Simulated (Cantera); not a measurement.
An adiabatic, constant-pressure homogeneous reactor starts with 20.0 % CO, 15.6 % H2, 13.5 % O2, 50.9 % N2, at 1298 K and 1.00 atm.

Detailed kinetics in Cantera: GRI-Mech 3.0 (53 species, 325 reactions).

One state of this run: T (K) = 2685; x CO = 0.119; x H2 = 0.0231; x O2 = 0.0184; x NO = 0.000662; x HO2 = 4.18e-6. x: mole fraction; the columns are a selection and need not sum to one.

Question: Which value of t (s) does it belong to?
(A) 1.00e-6
(B) 0.000956
(C) 3.09e-5
(D) 0.000305

Answer: D, 0.000305
